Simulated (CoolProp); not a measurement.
Aqueous calcium chloride as a coolant, 19 % by mass, freezing at -16.6 °C, 1 atm.

Model: Melinder's fits for secondary coolants, in CoolProp.

```
T (°C)  Prandtl number  conductivity (W/(m K))  viscosity (mPa s)  density (kg/m³)
------  --------------  ----------------------  -----------------  ---------------
-12.6             26.3                   0.528                ___             1178
-6.6              21.3                   0.537                ___              ___
-0.6              17.6                   0.546               3.10             1175
5.4               14.7                   0.555               2.62             1174
11.3              12.5                     ___                ___             1173
17.3              10.7                   0.572               1.94             1172
23.3              9.23                   0.581                ___             1170
29.3               ___                   0.590               1.50             1168
35.3              7.09                   0.599               1.33             1164
```

**Question.** Fill in the missing entries.

**Answer.** 
- -12.6, viscosity (mPa s): 4.54
- -6.6, viscosity (mPa s): 3.72
- -6.6, density (kg/m³): 1176
- 11.3, conductivity (W/(m K)): 0.563
- 11.3, viscosity (mPa s): 2.24
- 23.3, viscosity (mPa s): 1.70
- 29.3, Prandtl number: 8.06
